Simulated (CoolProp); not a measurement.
A closed Brayton cycle with carbon dioxide: compressor inlet 310.15 K and 9 MPa, high pressure 22.8 MPa, turbine inlet 950 K, compressor efficiency 0.85, turbine efficiency 0.85, recuperator effectiveness 0.9 (on enthalpy, no pinch check). Each further row changes one setting.

Values from CoolProp's reference Helmholtz-energy equation of state, Span 1996.

```csv
case,thermal efficiency (%),net work (kJ/kg),compressor to turbine work,compressor exit (K),turbine exit (K)
as stated,35.0,111,0.18,340.8,834.6
turbine inlet 900 K,34.0,104,0.19,340.8,788.5
compressor inlet 320.15 K,34.6,96.0,0.29,385.9,834.6
high pressure 19.4 MPa,32.3,94.6,0.16,334.9,854.1
recuperator effectiveness 0.5,20.0,111,0.18,340.8,834.6
```
